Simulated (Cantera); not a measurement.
**AlCl3 + H2O + H2 (aluminium nitride and oxide growth)**

Input: 1 mol AlCl3, 0.21 mol H2O, 10 mol H2, at 1848 K.

Cantera equilibrium calculation (NASA polynomials, part measured and part estimated; ideal gas, pure solids and liquids). Candidate condensed phases: Al, AlCl3, Al2O3, H2O; 29 gas species. The tables' values for AlCl2, AlOH are old estimates; treat these amounts as uncertain. Equilibrium is a limit: real reactors are often held back by kinetics, nucleation or transport.

From 0.000100 bar to 1.00 bar the condensed part is Al2O3(s). The main Al-bearing gas is AlCl at 0.000100 bar and AlCl3 at 1.00 bar.

```
P (Pa)  log p H2  log p HCl  log p AlCl  log p H  log p AlCl3  log p AlCl2  log p Cl  log p H2O  n Al2O3(s)
------  --------  ---------  ----------  -------  -----------  -----------  --------  ---------  ----------
10         -4.15      -4.79       -5.17    -5.35        -8.35        -6.97     -6.11      -7.12      0.0662
28         -3.69      -4.33       -4.72    -5.12        -7.44        -6.30     -5.88      -6.81      0.0673
77         -3.24      -3.89       -4.29    -4.90        -6.57        -5.64     -5.66      -6.51      0.0680
220        -2.78      -3.43       -3.84    -4.67        -5.68        -4.98     -5.44      -6.19      0.0686
600        -2.34      -3.01       -3.43    -4.45        -4.85        -4.36     -5.23      -5.89      0.0690
1700       -1.88      -2.58       -3.02    -4.22        -4.04        -3.75     -5.03      -5.57      0.0693
4600       -1.44      -2.18       -2.66    -4.00        -3.32        -3.20     -4.85      -5.25      0.0695
13000      -0.98      -1.78       -2.30    -3.77        -2.62        -2.68     -4.68      -4.92      0.0696
36000      -0.53      -1.40       -1.99    -3.54        -2.00        -2.21     -4.53      -4.58      0.0697
100000     -0.08      -1.03       -1.70    -3.32        -1.43        -1.78     -4.39      -4.22      0.0698
```
log p: log10 of the partial pressure in bar; n: condensed amount in mol.
